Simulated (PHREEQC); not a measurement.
Brine

Solution (41 °C): 0.59 mol H2SO4, 0.074 mol MgSO4 and 2 mol MgCl2 per kg of water. Closed to the air; pH follows from the charge balance.

The numbers come from PHREEQC with the Pitzer model, pitzer.dat.

```json
{
 "pH": "-0.66",
 "ionic_strength": "7.16 mol/kgw",
 "activity_of_water": "0.800",
 "density": "1.165 g/cm³",
 "osmotic_coefficient": "1.657",
 "total_alkalinity": "-1180 meq/kg"
}
```

```tsv
species	molality	activity	log γ
Cl-	4.00	2.62	-0.183
Mg+2	2.07	10.1	0.688
H+	0.728	4.56	0.797
HSO4-	0.453	0.508	0.051
SO4-2	0.211	0.000742	-2.455
```

Precipitation was switched off in this run. Complexes and solids missing from the database can't appear. In brines, pH and single-ion activities rest on the MacInnes convention. Constants without temperature data keep their 25 °C values here.
